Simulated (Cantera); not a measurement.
Stirred combustor or abatement burner

A perfectly stirred reactor is fed with 17.4 % CH₃OH, 17.4 % O₂, 65.3 % N₂, equivalence ratio 1.5, at 4.93 atm; it is adiabatic with a 725 K inlet, and is followed from long to short residence time, starting on the burning branch (τ in s: 0.069, 0.032, 0.015, 0.0067, 0.0031, 0.0014, 0.00065, 0.0003, 0.00014, 6.3e-05, 2.9e-05, 1.3e-05).

Cantera simulation using GRI-Mech 3.0 (53 species, 325 reactions); the numbers are that mechanism's predictions, not measurements. GRI-Mech 3.0 was tuned for natural gas; its chemistry of methanol as a main component is partial and can be far from experiment.

| τ (s) | T (K) | x CH₃OH | x O₂ | x H₂O₂ | x HO₂ | x CO | x HCN |
|---|---|---|---|---|---|---|---|
| 0.069 | 2263 | 6.57e-7 | 3.36e-5 | 1.06e-8 | 2.19e-8 | 0.0869 | 3.78e-7 |
| 0.032 | 2261 | 1.24e-6 | 5.57e-5 | 1.50e-8 | 3.71e-8 | 0.0869 | 5.75e-7 |
| 0.015 | 2257 | 2.19e-6 | 9.28e-5 | 2.34e-8 | 6.97e-8 | 0.0868 | 7.96e-7 |
| 0.0067 | 2251 | 3.81e-6 | 0.000160 | 3.98e-8 | 1.47e-7 | 0.0868 | 1.06e-6 |
| 0.0031 | 2242 | 6.31e-6 | 0.000269 | 6.68e-8 | 3.04e-7 | 0.0868 | 1.42e-6 |
| 0.0014 | 2230 | 1.05e-5 | 0.000459 | 1.10e-7 | 6.26e-7 | 0.0867 | 2.01e-6 |
| 0.00065 | 2213 | 1.75e-5 | 0.000767 | 1.70e-7 | 1.20e-6 | 0.0868 | 2.94e-6 |
| 0.00030 | 2191 | 3.00e-5 | 0.00128 | 2.51e-7 | 2.22e-6 | 0.0869 | 4.41e-6 |
| 0.00014 | 2165 | 5.32e-5 | 0.00211 | 3.57e-7 | 3.98e-6 | 0.0875 | 6.50e-6 |
| 6.3e-5 | 2131 | 0.000104 | 0.00363 | 5.16e-7 | 7.60e-6 | 0.0888 | 9.38e-6 |
| 2.9e-5 | 2087 | 0.000220 | 0.00653 | 8.07e-7 | 1.65e-5 | 0.0920 | 1.22e-5 |
| 1.3e-5 | 1995 | 0.000659 | 0.0151 | 2.10e-6 | 6.37e-5 | 0.101 | 1.11e-5 |
x: mole fraction; the columns are a selection and need not sum to one.
